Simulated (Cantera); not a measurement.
Source: NASA polynomial tables (part measured, part estimated), evaluated in Cantera. Values are per mole of reaction as written; species without (g) are pure solids or liquids, kept so even where they would boil at 1 bar.

**Question.** Between 300 and 2548 K, where is each reaction favourable under standard conditions?
- 2 OH(g) + SrO ⇌ Sr(OH)2 + O(g)

**Answer.** 
- 2 OH(g) + SrO ⇌ Sr(OH)2 + O(g): ΔG° is -157 kJ at 300 K and 70 kJ at 2548 K; it changes sign between 300 and 2298 K. ΔH° is -86 kJ and ΔS° -61 J/K at 2548 K.
